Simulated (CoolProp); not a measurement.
Vapour-liquid equilibrium of propane (1) + sulfur dioxide (2) at 332.2 K; x and y are mole fractions of (1).

Model: multi-fluid Helmholtz-energy mixture model, Lemmon 2009 and Gao 2016; pair parameters Bell 2016, in CoolProp.

| x | bubble pressure (MPa) | y at the bubble point | dew pressure at overall composition x (MPa) | liquid density (mol/L) |
|---|---|---|---|---|
| 0.05 | 1.534 | 0.291 | 1.135 | 18.82 |
| 0.125 | 1.939 | 0.443 | 1.237 | 17.53 |
| 0.2 | 2.141 | 0.503 | 1.357 | 16.35 |
| 0.275 | 2.246 | 0.534 | 1.500 | 15.27 |
| 0.35 | 2.308 | 0.555 | 1.673 | 14.29 |
| 0.425 | 2.353 | 0.575 | 1.883 | 13.40 |
| 0.5 | 2.390 | 0.596 | 2.131 | 12.62 |
| 0.575 | 2.419 | 0.624 | 2.354 | 11.94 |
| 0.65 | 2.433 | 0.658 | 2.432 | 11.36 |
| 0.725 | 2.426 | 0.702 | 2.414 | 10.88 |
| 0.8 | 2.390 | 0.758 | 2.347 | 10.48 |
| 0.875 | 2.314 | 0.829 | 2.254 | 10.16 |
| 0.95 | 2.190 | 0.921 | 2.148 | 9.901 |

y crosses x between x = 0.65 and 0.725: the model has an azeotrope there.

Pair parameters are fitted to limited data, so mixtures are less certain than the pure fluids. With so large a gap from Raoult's law the liquid may split in two, which this calculation doesn't test in full.
